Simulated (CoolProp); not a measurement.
Vapour-liquid equilibrium of isohexane (1) + n-hexane (2) at 185.75 °C; x and y are mole fractions of (1).

Model: multi-fluid Helmholtz-energy mixture model, Lemmon 2006 and Thol 2019; pair parameters Bell 2016, in CoolProp.

```csv
x,bubble pressure (MPa),y at the bubble point,dew pressure at overall composition x (MPa),liquid density (mol/L)
0.05,1.447,0.055,1.446,5.377
0.125,1.467,0.137,1.464,5.363
0.2,1.487,0.217,1.482,5.348
0.275,1.506,0.296,1.501,5.334
0.35,1.526,0.373,1.520,5.319
0.425,1.545,0.449,1.539,5.304
0.5,1.564,0.524,1.558,5.290
0.575,1.583,0.598,1.577,5.275
0.65,1.601,0.670,1.596,5.261
0.725,1.620,0.742,1.615,5.247
0.8,1.637,0.813,1.634,5.233
0.875,1.655,0.884,1.653,5.220
0.95,1.671,0.954,1.671,5.207
```

No azeotrope shows between x = 0.05 and 0.95.

Pair parameters are fitted to limited data, so mixtures are less certain than the pure fluids.
